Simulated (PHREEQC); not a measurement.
# Copper plating or etch bath with arsenic or selenium liquor: an equilibrium model

Solution A (0.068 mol/kgw CuSO4, 0.0014 mol/kgw HNO3 and 0.028 mol/kgw H3BO3) is mixed with solution B (43 mmol/kgw H3AsO4 and 0.25 mmol/kgw FeCl3) at 25 °C; shares are by mass of water, 1 kg in all. Oxygen is held at 0.21 atm. The system is closed to CO2. Slow redox steps are shut off: nitrate isn't reduced. Precipitation was switched off in this run.

Model: ion-association model, wateq4f.dat, run in PHREEQC.

**Question.** Predict pH, Fe+3 (mol/kgw), FeSO4+ (mol/kgw), H3AsO4 (mol/kgw) at share of solution B = 0, 0.2, 0.3, 0.7.

**Answer.** 
```csv
share of solution B,pH,Fe+3 (mol/kgw),FeSO4+ (mol/kgw),H3AsO4 (mol/kgw)
0,3.30,0,0,0
0.2,2.54,1.72e-6,3.78e-5,0.00259
0.3,2.41,2.83e-6,5.77e-5,0.00479
0.7,2.10,1.09e-5,0.000140,0.0168
```

The database's scorodite may be far more soluble than the real mineral, and it has no iron arsenate complexes; the constant wasn't checked at its source. The database has no arsenate complexes of Cu.
